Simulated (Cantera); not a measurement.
A Cantera script and its output.

```python
import numpy as np
import cantera as ct

surf = ct.Interface("ptcombust.yaml", "Pt_surf")
gas = surf.adjacent["gas"]
gas.TPX = 950, 120000, {'H2': 0.0061, 'O2': 0.03, 'N2': 0.79, 'H2O': 0.0063}
surf.TP = 950, 120000
reactor = ct.FlowReactor(gas, clone=False)
reactor.area = 0.0001  # m2
reactor.surface_area_to_volume_ratio = 2400  # 1/m
reactor.mass_flow_rate = 4.8 * reactor.area * gas.density  # inlet velocity 4.8 m/s
reactor.energy_enabled = False
wall = ct.ReactorSurface(surf, reactor, clone=False)
net = ct.ReactorNet([reactor])
net.rtol, net.atol = 1e-8, 1e-16
show, cover = ['H2', 'O2', 'H2O'], ['PT(S)', 'H(S)', 'O(S)', 'OH(S)', 'CO(S)', 'C(S)']

rows = []
print(f"{'z/m':>9s}{'u/(m/s)':>9s}" + "".join(f"{s:>13s}" for s in show + cover))
for z in [0.00018, 0.00034, 0.00067, 0.0013, 0.0025, 0.0048, 0.0092, 0.018]:
    net.advance(z)
    rows.append([reactor.speed, *gas[show].X, *surf[cover].coverages])
    print(f"{z:9.4g}{rows[-1][0]:9.3g}" + "".join(f"{x:13.4e}" for x in rows[-1][1:]))
```

Result:

```
      z/m  u/(m/s)           H2           O2          H2O        PT(S)         H(S)         O(S)        OH(S)        CO(S)         C(S)
  0.00018     4.79   2.6368e-03   3.3771e-02   1.2295e-02   2.4427e-01   4.0060e-07   7.5275e-01   2.9764e-03   1.8302e-28   1.1836e-26
  0.00034     4.79   1.3444e-03   3.3146e-02   1.3597e-02   2.1334e-01   3.2136e-07   7.8376e-01   2.8988e-03   1.6415e-25   7.6826e-28
  0.00067     4.78   3.8768e-04   3.2683e-02   1.4561e-02   1.9528e-01   2.7864e-07   8.0186e-01   2.8501e-03   1.4052e-28   6.1355e-31
   0.0013     4.78   4.0875e-05   3.2515e-02   1.4910e-02   1.8955e-01   2.6560e-07   8.0761e-01   2.8342e-03   1.5400e-29   8.5436e-32
   0.0025     4.78   5.9280e-07   3.2496e-02   1.4951e-02   1.8891e-01   2.6415e-07   8.0825e-01   2.8324e-03   2.1690e-30   1.1330e-32
   0.0048     4.78   2.1341e-10   3.2495e-02   1.4951e-02   1.8890e-01   2.6413e-07   8.0826e-01   2.8324e-03  -1.9206e-30  -2.0068e-32
   0.0092     4.78   3.4876e-11   3.2495e-02   1.4951e-02   1.8890e-01   2.6413e-07   8.0826e-01   2.8324e-03   5.0949e-30   2.5870e-32
    0.018     4.78   3.4876e-11   3.2495e-02   1.4951e-02   1.8890e-01   2.6413e-07   8.0826e-01   2.8324e-03   7.2887e-30   3.8078e-32
```

Model: Deutschmann's 1995 Pt surface mechanism with GRI-Mech 3.0 gas chemistry, integrated in Cantera. Catalytic surfaces can have several steady states; this one follows from the mechanism file's or the stated starting coverage. Mass transfer to the wall is taken as infinitely fast.
